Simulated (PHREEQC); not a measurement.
# Sulfide liquor: an equilibrium model

Make-up at 16 °C: 0.0025 mol/kgw H2S, 0.067 mol/kgw HCl and 0.013 mol/kgw MnCl2. Closed to the air; pH follows from the charge balance.

Equilibrium calculation in PHREEQC: ion-association model, wateq4f.dat.

```
Quantity                  Value
----------------  -------------
pH                         1.26
ionic strength    0.103 mol/kgw
total alkalinity   -67.0 meq/kg
```

| species | molality | activity | log γ |
|---|---|---|---|
| Cl- | 0.0913 | 0.0698 | -0.116 |
| H+ | 0.0670 | 0.0554 | -0.083 |
| Mn+2 | 0.0113 | 0.00455 | -0.395 |
| H2S | 0.00250 | 0.00256 | 0.010 |
| MnCl+ | 0.00165 | 0.00129 | -0.106 |
| MnCl2 | 3.86e-5 | 3.95e-5 | 0.010 |
| MnCl3- | 9.68e-7 | 7.59e-7 | -0.106 |
| HS- | 5.17e-9 | 3.94e-9 | -0.118 |

Precipitation was switched off in this run. The polysulfide entries of wateq4f.dat were taken out for this run.
